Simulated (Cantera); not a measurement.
A closed system holds: 1 mol S, 0.28 mol SO2, 0.086 mol O2, held at 2798.15 K and 30.0 bar.

Equilibrium computed with Cantera from the NASA thermochemical tables; the gas is ideal and each condensed phase is pure. Candidate condensed phases: S; 10 gas species. Kinetics and transport are ignored.

Base state: S2 0.462, SO2 0.332, SO 0.157, S2O 0.0318, S 0.0167, O2 0.000101, O 9.90e-5, SO3 2.12e-5 (mole fractions); condensed: gas only.

Task: What changes in the equilibrium state with this change: temperature from 2798.15 K to 750 K?

Result: 
```csv
species,before,after
SO2,0.332,0.984
S8,<1e-9,0.0120
S2,0.462,0.00249
SO,0.157,4.75e-8
S,0.0167,<1e-9
S2O,0.0318,0.00177
O2,0.000101,<1e-9
O,9.90e-5,<1e-9
SO3,2.12e-5,1.94e-8
"S(l), mol",0,0.876
```
Gases not in the tables: S3 to S7.
